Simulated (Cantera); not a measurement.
A closed system holds: 1 mol SiC, 1.9 mol H2O, 73 mol N2, at 1348.15 K and 0.133 bar.

Cantera equilibrium calculation (NASA polynomials, part measured and part estimated; ideal gas, pure solids and liquids). Candidate condensed phases: C, C6H6, C7H8, C8H18, H2O, Si, SiC, SiO2, Si2N2O, Si3N4; 151 gas species. N2 is the only nitrogen source here; it is nearly inert below about 1500 K, so the nitride shown seldom forms there in practice. Mutual solubility and eutectic melting of coexisting phases are not modelled. The tables hold silica as quartz up to 1696 K and as liquid above; real silica turns to tridymite and cristobalite and melts near 1996 K. Rates play no part.

Base state: N2 0.962, H2 0.0251, CO 0.0132 (mole fractions); condensed: SiO2(β-quartz) + Si2N2O(s).

Task: What changes in the equilibrium state with this change: temperature from 1348.15 K to 1050 K?

Result: 
```json
[
 {"species": "N2", "before": "0.962", "after": "0.971"},
 {"species": "H2", "before": "0.0251", "after": "0.0253"},
 {"species": "CO", "before": "0.0132", "after": "0.00398"},
 {"species": "SiO2(β-quartz), mol", "before": "0.266", "after": "0.734"},
 {"species": "Si2N2O(s), mol", "before": "0.367", "after": "0.133"},
 {"species": "C(graphite), mol", "before": "0", "after": "0.701"}
]
```
